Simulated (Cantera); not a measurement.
A Cantera script and what it prints.

```python
import numpy as np
import cantera as ct

gas_names = """
    C CH CH2 CH3 CH2OH CH3O CH4 CH3OH CN CO CO2 COOH C2 C2H CHCO,ketyl C2H2,acetylene C2H2,vinylidene
    CH2CO,ketene C2H3,vinyl CH3CN CH3CO,acetyl C2H4 C2H4O,ethylen CH3CHO,ethanal CH3COOH (HCOOH)2 C2H5
    C2H6 CH3OCH3 C2H5OH CCN CNC C2N2 C2O C3 C3H3,propargyl C3H4,allene C3H4,propyne C3H4,cyclo-
    C3H5,allyl C3H6,propylene C3H6,cyclo- C3H6O C3H7,n-propyl C3H7,i-propyl C3H8 C3H8O,1propanol
    C3H8O,2propanol C3O2 C4 C4H2 C4H4,1,3-cyclo- C4H6,butadiene C4H6,2-butyne C4H6,cyclo- C4H8,1-butene
    C4H8,cis2-buten C4H8,tr2-butene C4H8,isobutene C4H8,cyclo- (CH3COOH)2 C4H9,n-butyl C4H9,i-butyl
    C4H9,s-butyl C4H9,t-butyl C4H10,isobutane C4H10,n-butane C4N2 C5 C5H6,1,3cyclo- C5H8,cyclo-
    C5H10,1-pentene C5H10,cyclo- C5H11,pentyl C5H11,t-pentyl C5H12,n-pentane C5H12,i-pentane
    CH3C(CH3)2CH3 C6H2 C6H5,phenyl C6H5O,phenoxy C6H6 C6H5OH,phenol C6H10,cyclo- C6H12,1-hexene
    C6H12,cyclo- C6H13,n-hexyl C7H7,benzyl C7H8 C7H8O,cresol C7H14,1-heptene C7H15,n-heptyl
    C7H16,n-heptane C8H8,styrene C8H10,ethylbenz C8H16,1-octene C8H17,n-octyl C8H18,isooctane
    C8H18,n-octane C9H19,n-nonyl C10H8,naphthale C10H21,n-decyl C12H9,o-bipheny C12H10,bipheny H HCN HCO
    HCCN HNC HNCO HNO HNO2 HNO3 HO2 H2 HCHO,formaldehy HCOOH H2O H2O2 N NCO NH NH2 NH3 NH2OH NO NO2 NO3
    N2 N2H2 N2H4 N2O O OH O2 O3 Si SiC SiC2 SiC4H12 SiH SiH2 SiH3 SiH4 SiN SiO SiO2 Si2 Si2C Si2N Si3
""".split()
cond_names = """
    C(gr) C6H6(L) C7H8(L) C8H18(L),n-octa H2O(s) H2O(L) Si(cr) Si(L) SiC(b) SiO2(Lqz) SiO2(hqz) SiO2(L)
    Si2N2O(s) Si3N4(a)
""".split()


def load(file, names, dense=False):
    # The tables refer to 1 bar. Condensed volumes are neglected.
    table = {s.name: s for s in ct.Species.list_from_file(file)}
    out = []
    for n in names:
        d = dict(table[n].input_data)
        d["thermo"] = dict(d["thermo"], **{"reference-pressure": 1e5})
        if dense:
            d["equation-of-state"] = {"model": "constant-volume", "density": "1e6 g/cm^3"}
        out.append(ct.Species.from_dict(d))
    return out


gas = ct.Solution(thermo="ideal-gas", species=load("nasa_gas.yaml", gas_names))
cond = {s.name: ct.Solution(thermo="fixed-stoichiometry", species=[s], name=s.name)
        for s in load("nasa_condensed.yaml", cond_names, dense=True)}
atoms = {
    'Si3N4': {'Si': 3, 'N': 4},
    'CO2': {'C': 1, 'O': 2},
    'H2': {'H': 2},
}
top_T = {'C(gr)': 4500, 'SiC(b)': 3050, 'Si2N2O(s)': 2100, 'Si3N4(a)': 2400}  # K; cautious upper limits of use, not melting points


def equilibrate(T, P, feed):
    n = {}
    for name, mol in feed.items():
        for a, k in atoms[name].items():
            n[a] = n.get(a, 0.0) + k * mol
    gas.TPX = T, P, n
    mass = sum(n.values()) * gas.mean_molecular_weight
    gas.equilibrate("TP")
    valid = [c for c in cond.values() if c.min_temp <= T <= top_T.get(c.name, c.max_temp)]
    mix = ct.Mixture([(gas, mass / gas.mean_molecular_weight)] + [(c, 0.0) for c in valid])
    mix.T, mix.P = T, P
    mix.equilibrate("TP", solver="vcs", rtol=1e-11, max_steps=5000)
    return mix


results = []
T = 1150  # K
P = 1333.22  # Pa
for m in [1.2, 2.7, 5.8, 13, 28, 61, 130, 290]:
    feed = {'Si3N4': 1, 'CO2': 0.021, 'H2': m}  # mol
    mix = equilibrate(T, P, feed)
    results.append((T, P, feed, dict(zip(mix.species_names, mix.species_moles))))
    x = sorted(zip(gas.X, gas.species_names), reverse=True)
    print(f"T = {T:g} K  P = {P:g} Pa  n(H2) = {m:g} mol  gas = {mix.phase_moles(0):.4g} mol")
    print("   x: " + "  ".join(f"{s} {v:.3e}" for v, s in x if v > 0.0001))
    print("   condensed (mol): " + ("  ".join(f"{mix.phase(i).name} {mix.phase_moles(i):.4g}"
          for i in range(1, mix.n_phases) if mix.phase_moles(i) > 1e-12) or "none"))
```

Output:

```
T = 1150 K  P = 1333.22 Pa  n(H2) = 1.2 mol  gas = 1.214 mol
   x: H2 9.882e-01  N2 1.153e-02  CH4 3.047e-04
   condensed (mol): C(gr) 0.02062  Si2N2O(s) 0.042  Si3N4(a) 0.972
T = 1150 K  P = 1333.22 Pa  n(H2) = 2.7 mol  gas = 2.726 mol
   x: H2 9.898e-01  N2 9.857e-03  CH4 3.057e-04
   condensed (mol): C(gr) 0.0008378  SiC(b) 0.01932  Si2N2O(s) 0.042  Si3N4(a) 0.9656
T = 1150 K  P = 1333.22 Pa  n(H2) = 5.8 mol  gas = 5.826 mol
   x: H2 9.951e-01  N2 4.678e-03  CH4 1.880e-04
   condensed (mol): SiC(b) 0.01989  Si2N2O(s) 0.042  Si3N4(a) 0.9654
T = 1150 K  P = 1333.22 Pa  n(H2) = 13 mol  gas = 13.03 mol
   x: H2 9.978e-01  N2 2.075e-03  CH4 1.099e-04
   condensed (mol): SiC(b) 0.01956  Si2N2O(s) 0.042  Si3N4(a) 0.9655
T = 1150 K  P = 1333.22 Pa  n(H2) = 28 mol  gas = 28.02 mol
   x: H2 9.990e-01  N2 9.549e-04
   condensed (mol): SiC(b) 0.01915  Si2N2O(s) 0.042  Si3N4(a) 0.9656
T = 1150 K  P = 1333.22 Pa  n(H2) = 61 mol  gas = 61.02 mol
   x: H2 9.995e-01  N2 4.328e-04
   condensed (mol): SiC(b) 0.01863  Si2N2O(s) 0.042  Si3N4(a) 0.9658
T = 1150 K  P = 1333.22 Pa  n(H2) = 130 mol  gas = 130 mol
   x: H2 9.998e-01  N2 1.998e-04
   condensed (mol): SiC(b) 0.01798  Si2N2O(s) 0.042  Si3N4(a) 0.966
T = 1150 K  P = 1333.22 Pa  n(H2) = 290 mol  gas = 290 mol
   x: H2 9.999e-01
   condensed (mol): SiC(b) 0.01711  Si2N2O(s) 0.042  Si3N4(a) 0.9663
```

These are equilibrium values from Cantera (NASA tables, ideal gas, pure condensed phases), not measurements of a reactor. Mutual solubility and eutectic melting of coexisting phases are not modelled.
